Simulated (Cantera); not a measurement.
Feed: 1 mol CuF₂, 71 mol N₂, at 1298 K and 1.33 mbar.

Method: chemical equilibrium by Gibbs-energy minimisation in Cantera with the NASA 1993 tables (ideal gas, pure condensed phases). Candidate condensed phases: Cu, CuF₂; 11 gas species. Kinetics and transport are ignored.

Question: What is the equilibrium state?

Answer: 
* **x(N₂)**: 0.985
* **x(CuF₂)**: 0.0130
* **x(CuF)**: 0.000894
* **x(F)**: 0.000894
* **gas amount**: 72.06 mol
* **log10 activity of CuF₂(l) (absent)**: -2.43
* **log10 activity of Cu(s) (absent)**: -5.04
